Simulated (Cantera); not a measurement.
Feed: 1 mol Si2Cl6, 0.36 mol NH3, 4 mol H2, 7 mol N2, held at 1273.15 K and 11.0 Pa.

Cantera equilibrium calculation (NASA polynomials, part measured and part estimated; ideal gas, pure solids and liquids). Candidate condensed phases: NH4Cl, Si, Si3N4; 28 gas species. The feed counts by its element totals alone. The tables' values for SiCl3 are old estimates; treat these amounts as uncertain. The numbers say what is thermodynamically allowed, not how fast it happens.

Base state: N2 0.459, HCl 0.318, H2 0.170, SiCl2 0.0436, SiCl3 0.00496, SiCl4 0.00370, SiHCl3 7.92e-5, Cl 4.46e-5 (mole fractions); condensed: Si3N4(s).

Q: What changes in the equilibrium state with this change: Si2Cl6 replaced by SiF4?

A: 
```tsv
species	before	after
N2	0.459	0.563
H2	0.170	0.352
SiF4	0	0.0721
HCl	0.318	0
SiCl2	0.0436	0
HF	0	0.00663
SiF3	0	0.00557
SiCl3	0.00496	0
Si3N4(s), mol	0.426	0
```
The tables' values for SiF3, SiF2 are old estimates; treat these amounts as uncertain.

Q: What changes in the equilibrium state with this change: H2 from 4 to 21 mol?

A: 
```
species         before     after
-------------  -------  --------
H2               0.170     0.615
N2               0.459     0.196
HCl              0.318     0.182
SiCl2           0.0436   0.00695
SiCl4          0.00370   5.32e-5
SiCl3          0.00496  0.000238
SiHCl3         7.92e-5   7.20e-6
Cl             4.46e-5   1.34e-5
H              2.81e-5   5.34e-5
Si3N4(s), mol    0.426     0.593
```
